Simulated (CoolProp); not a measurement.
Saturated liquid density (kg/m³) of benzene: the reference equation beside estimates from Tc = 562.0 K, pc = 4906 kPa, ω = 0.211. Rackett uses Z = 0.29056 − 0.08775 ω.

Values from CoolProp's reference Helmholtz-energy equation of state, Thol 2012.

| T (K) | reference | Rackett | van der Waals | Redlich-Kwong |
|---|---|---|---|---|
| 294.6 | 877.2 | 863.9 | … | 786.1 |
| 325.6 | 843.9 | 833.0 | 512.6 | … |
| 356.7 | … | … | 493.3 | … |
| 387.7 | 773.5 | 765.3 | 472.2 | 685.9 |
| 418.7 | 735.2 | 727.5 | 448.9 | … |
| 449.8 | 693.0 | 685.5 | 422.5 | 597.0 |
| 480.8 | 645.1 | … | 391.9 | 541.9 |
| 511.8 | 586.1 | 579.1 | 354.5 | … |

### Question
Complete the blanks.

### Answer

- 294.6, van der Waals: 530.3
- 325.6, Redlich-Kwong: 756.2
- 356.7, reference: 809.5
- 356.7, Rackett: 800.2
- 356.7, Redlich-Kwong: 722.9
- 418.7, Redlich-Kwong: 644.4
- 480.8, Rackett: 637.6
- 511.8, Redlich-Kwong: 474.8

Absolute difference from the reference over all 8 rows, mean and median: Rackett 1.2 and 1.2 %, van der Waals 39.2 and 39.2 %, Redlich-Kwong 13.0 and 11.8 %.
